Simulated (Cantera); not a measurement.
A perfectly stirred reactor is fed with 6.09 % C2H6, 19.4 % O2, 73.1 % N2, 1.40 % CO2, at 20.0 bar; it is adiabatic with a 325 K inlet, and is followed from long to short residence time, starting on the burning branch (τ in s: 0.37, 0.12, 0.038, 0.012, 0.0039, 0.0013, 0.0004, 0.00013, 4.2e-05).

Model: GRI-Mech 3.0 (53 species, 325 reactions), integrated in Cantera. The pressure lies above the range GRI-Mech 3.0 was tuned for (to about 10 atm).

Q: Predict: blow-out, bracketed by the residence times tried; x(C2H6) at τ = 0.370 s; x(O2) at τ = 0.370 s; x(OH) at τ = 0.370 s; x(HCN) at τ = 0.370 s; x(H2O2) at τ = 0.370 s; x(C2H6) at τ = 3.90 ms; x(O2) at τ = 3.90 ms; x(OH) at τ = 3.90 ms; x(HCN) at τ = 3.90 ms; x(H2O2) at τ = 3.90 ms.

A: 
```json
{
  "blow_out_bracketed_by_the_residence_times_tried": "burning at 42.0 µs, the shortest tried",
  "x(C2H6) at τ = 0.370 s": "1.45e-8",
  "x(O2) at τ = 0.370 s": "5.99e-5",
  "x(OH) at τ = 0.370 s": "0.000492",
  "x(HCN) at τ = 0.370 s": "1.29e-7",
  "x(H2O2) at τ = 0.370 s": "2.24e-8",
  "x(C2H6) at τ = 3.90 ms": "1.11e-6",
  "x(O2) at τ = 3.90 ms": "0.000555",
  "x(OH) at τ = 3.90 ms": "0.00102",
  "x(HCN) at τ = 3.90 ms": "3.44e-6",
  "x(H2O2) at τ = 3.90 ms": "1.10e-7"
}
```
